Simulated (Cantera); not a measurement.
Standard-state values (1 bar) from the NASA 1993 polynomials, evaluated with Cantera. Values are per mole of reaction as written; species without (g) are pure solids or liquids, kept so even where they would boil at 1 bar.

2 Cl(g) + 2 TiOCl2(g) → O2(g) + 2 TiCl3(g), with ΔH° = -230.2 kJ and ΔS° = -133.6 J/K at 300 K.

Problem. How far is the shortcut ΔG° ≈ ΔH°(300 K) − T·ΔS°(300 K) from the full temperature-dependent value at 623, 723, 823, 923, 1023, 1123, 1223, 1323, 1423 K?

Solution. 
```csv
T (K),shortcut (kJ),full (kJ),difference (kJ),difference in log10 K
623,-146.9,-145.7,-1.3,0.11
723,-133.6,-131.7,-1.9,0.14
823,-120.2,-117.6,-2.6,0.17
923,-106.9,-103.5,-3.4,0.19
1023,-93.5,-89.3,-4.2,0.21
1123,-80.1,-75.2,-5.0,0.23
1223,-66.8,-61.0,-5.8,0.25
1323,-53.4,-46.8,-6.6,0.26
1423,-40.1,-32.6,-7.5,0.27
```
The shortcut ignores the heat-capacity change of the reaction.
